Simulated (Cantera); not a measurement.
Charge: 1 mol SiCl₄, 7.3 mol O₃, 12 mol N₂, equilibrated at 22.0 mbar.

Equilibrium computed with Cantera from the NASA thermochemical tables; the gas is ideal and each condensed phase is pure. Candidate condensed phases: Si, SiO₂, Si₂N₂O, Si₃N₄; 23 gas species. The tables hold silica as quartz up to 1696 K and as liquid above; real silica turns to tridymite and cristobalite and melts near 1996 K. The numbers say what is thermodynamically allowed, not how fast it happens.

log p: log10 of the partial pressure in bar; n: condensed amount in mol.

| T (°C) | log p N₂ | log p O₂ | log p Cl | log p Cl₂ | log p NO | log p ClO | log p O | n SiO₂(β-quartz) |
|---|---|---|---|---|---|---|---|---|
| 750 | -1.96 | -2.04 | -4.63 | -2.74 | -6.01 | -6.89 | -10.53 | 1.00 |
| 800 | -1.96 | -2.04 | -4.34 | -2.74 | -5.79 | -6.65 | -9.92 | 1.00 |
| 850 | -1.96 | -2.04 | -4.07 | -2.75 | -5.59 | -6.43 | -9.38 | 1.00 |
| 900 | -1.96 | -2.04 | ___ | -2.76 | ___ | ___ | ___ | 1.00 |
| 950 | -1.96 | -2.04 | -3.61 | -2.77 | -5.24 | -6.05 | -8.41 | 1.00 |
| 1000 | -1.96 | -2.04 | -3.41 | -2.79 | -5.09 | -5.89 | -7.99 | 1.00 |
| 1050 | -1.96 | -2.05 | -3.23 | -2.82 | -4.95 | -5.75 | -7.60 | 1.00 |
| 1100 | -1.97 | -2.05 | ___ | -2.86 | ___ | ___ | ___ | 1.00 |
| 1150 | -1.97 | -2.05 | -2.93 | -2.92 | -4.70 | -5.52 | -6.90 | 1.00 |
| 1200 | -1.97 | -2.06 | -2.81 | -3.00 | -4.59 | -5.43 | -6.58 | 1.00 |
| 1250 | -1.98 | -2.06 | -2.72 | -3.10 | -4.49 | -5.37 | -6.29 | 1.00 |

Question: Fill in the missing entries.

Answer: 
- 1100, log p Cl: -3.07
- 1100, log p NO: -4.82
- 1100, log p ClO: -5.63
- 1100, log p O: -7.23
- 900, log p Cl: -3.83
- 900, log p NO: -5.41
- 900, log p ClO: -6.23
- 900, log p O: -8.88
